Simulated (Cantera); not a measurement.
Charge: 1 mol Ta2O5, 4 mol C, 5.1 mol H2, equilibrated at 0.683 Torr.

Method: chemical equilibrium by Gibbs-energy minimisation in Cantera with the NASA 1993 tables (ideal gas, pure condensed phases). Candidate condensed phases: C, C6H6, C7H8, C8H18, H2O, Ta, TaC, Ta2O5; 113 gas species. Mutual solubility and eutectic melting of coexisting phases are not modelled. Condensed phases not in the tables: Ta2C, N, O or C dissolved in the metal. The numbers say what is thermodynamically allowed, not how fast it happens. All values below are at 2225 K.

Base state: H2 0.428, CO 0.392, H 0.141, TaO2 0.0308, TaO 0.00650, H2O 0.00169, CO2 0.000289, OH 8.04e-5 (mole fractions); condensed: Ta(s) + Ta2O5(l).

What changes in the equilibrium state with this change: H2 from 5.1 to 0.38 mol?


```
species          before     after
-------------  --------  --------
CO                0.392     0.855
H2                0.428    0.0557
H                 0.141    0.0507
TaO2             0.0308    0.0308
H2O             0.00169  0.000220
OH              8.04e-5   2.90e-5
CO2            0.000289  0.000630
TaO             0.00650   0.00650
Ta(s), mol         1.51      1.55
Ta2O5(l), mol    0.0570     0.136
```
